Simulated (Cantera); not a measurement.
What does this Cantera script print?

```python
import numpy as np
import cantera as ct

gas_names = """
    C CO COS CO2 CS CS2 C2 C2O C3 C3O2 C4 C5 Fe FeC5O5 FeO O O2 O3 S SO SO2 SO3 S2 S2O S8
""".split()
cond_names = """
    C(gr) Fe(a) Fe(c) Fe(d) Fe(L) FeC5O5(L) FeO(s) FeO(L) FeS(a) FeS(b) FeS(c) FeS(L) FeSO4(s) FeS2(s)
    Fe2O3(s) Fe2S3O12(s) Fe3O4(s) S(cr1) S(cr2) S(L)
""".split()


def load(file, names, dense=False):
    # The tables refer to 1 bar. Condensed volumes are neglected.
    table = {s.name: s for s in ct.Species.list_from_file(file)}
    out = []
    for n in names:
        d = dict(table[n].input_data)
        d["thermo"] = dict(d["thermo"], **{"reference-pressure": 1e5})
        if dense:
            d["equation-of-state"] = {"model": "constant-volume", "density": "1e6 g/cm^3"}
        out.append(ct.Species.from_dict(d))
    return out


gas = ct.Solution(thermo="ideal-gas", species=load("nasa_gas.yaml", gas_names))
cond = {s.name: ct.Solution(thermo="fixed-stoichiometry", species=[s], name=s.name)
        for s in load("nasa_condensed.yaml", cond_names, dense=True)}
atoms = {
    'Fe2O3': {'Fe': 2, 'O': 3},
    'SO3': {'S': 1, 'O': 3},
    'CO2': {'C': 1, 'O': 2},
}
top_T = {'C(gr)': 4500, 'FeSO4(s)': 950, 'FeS2(s)': 1010, 'Fe2O3(s)': 1830, 'Fe2S3O12(s)': 1100, 'Fe3O4(s)': 1870}  # K; cautious upper limits of use, not melting points


def equilibrate(T, P, feed):
    n = {}
    for name, mol in feed.items():
        for a, k in atoms[name].items():
            n[a] = n.get(a, 0.0) + k * mol
    gas.TPX = T, P, n
    mass = sum(n.values()) * gas.mean_molecular_weight
    gas.equilibrate("TP")
    valid = [c for c in cond.values() if c.min_temp <= T <= top_T.get(c.name, c.max_temp)]
    mix = ct.Mixture([(gas, mass / gas.mean_molecular_weight)] + [(c, 0.0) for c in valid])
    mix.T, mix.P = T, P
    mix.equilibrate("TP", solver="vcs", rtol=1e-11, max_steps=5000)
    return mix


results = []
feed = {'Fe2O3': 1, 'SO3': 0.14, 'CO2': 0.19}  # mol
T = 1225  # K
P = 101325  # Pa
mix = equilibrate(T, P, feed)
results.append((T, P, feed, dict(zip(mix.species_names, mix.species_moles))))
print(gas.report(threshold=1e-05))
for i in range(1, mix.n_phases):
    print(f"{mix.phase(i).name:16s} {mix.phase_moles(i):12.5e} mol")
```

Output:

```
       temperature   1225 K
          pressure   1.0133e+05 Pa
           density   0.49354 kg/m^3
  mean mol. weight   49.611 kg/kmol
   phase of matter   gas

                          1 kg             1 kmol
                     ---------------   ---------------
          enthalpy       -5.1089e+06       -2.5345e+08  J
   internal energy       -5.3142e+06       -2.6364e+08  J
           entropy            6020.3        2.9867e+05  J/K
    Gibbs function       -1.2484e+07       -6.1932e+08  J
 heat capacity c_p            1075.8             53370  J/K
 heat capacity c_v            908.19             45056  J/K

                      mass frac. Y      mole frac. X     chem. pot. / RT
                     ---------------   ---------------   ---------------
               CO2           0.42728           0.48166           -68.589
                O2           0.10541           0.16343           -28.947
               SO2           0.42204           0.32685            -63.77
               SO3          0.045276          0.028057           -78.244
     [  +21 minor]        2.7403e-08        5.4892e-08

C(gr)             0.00000e+00 mol
Fe(c)             0.00000e+00 mol
FeC5O5(L)         0.00000e+00 mol
FeO(s)            0.00000e+00 mol
FeS(c)            0.00000e+00 mol
Fe2O3(s)          1.00000e+00 mol
Fe3O4(s)          0.00000e+00 mol
S(L)              0.00000e+00 mol
```

Equilibrium computed with Cantera from the NASA thermochemical tables; the gas is ideal and each condensed phase is pure.
